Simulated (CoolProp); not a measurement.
A single-stage vapour-compression cycle with R21: evaporating at 269.15 K (dew point), condensing at 313.15 K (bubble point), superheat 5 K, subcooling 2 K, compressor efficiency 0.65, no pressure losses. Each further row changes one setting.

Computed with CoolProp (reference Helmholtz-energy equation of state, Platzer 1990). This equation is an older, rougher fit; its heat capacities, sound speeds and derivatives of the liquid may be far off and weren't checked against measurements.

```tsv
case	cooling COP	pressure ratio	discharge temperature (K)	refrigerating effect (kJ/kg)	volumetric capacity (kJ/m³)
as stated	3.49	4.94	373.1	205	568
evaporating temperature 274.15 K	4.07	4.00	365.4	208	700
condensing temperature 308.15 K	4.00	4.23	363.1	211	583
subcooling 7 K	3.58	4.94	373.1	211	583
superheat 15 K	3.46	4.94	385.0	211	562
compressor efficiency 0.55	2.95	4.94	388.5	205	568
```
